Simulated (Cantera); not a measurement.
A freely propagating, adiabatic, planar premixed flame of 3.32 % CH4, 0.432 % C2H6, 2.12 % C3H8, 19.8 % O2, 74.4 % N2, equivalence ratio 0.95, unburnt at 675 K and 7500 Torr; mixture-averaged transport, grid criteria slope 0.08 and curve 0.16, no radiation.

Cantera simulation using GRI-Mech 3.0 (53 species, 325 reactions); the numbers are that mechanism's predictions, not measurements. GRI-Mech 3.0 was tuned for natural gas; its chemistry of propane as a main component is partial and can be far from experiment. Burning velocities carry a grid error of a few per cent, more on coarse grids.

Task: Predict: laminar burning velocity; thermal thickness; peak x(C2H); peak x(CH2); peak x(CO).

Result: 
| Item | Result |
|---|---|
| laminar burning velocity | 93.6 cm/s |
| thermal thickness | 0.0452 mm |
| peak x(C2H) | 1.92e-6 |
| peak x(CH2) | 4.61e-5 |
| peak x(CO) | 0.0505 |
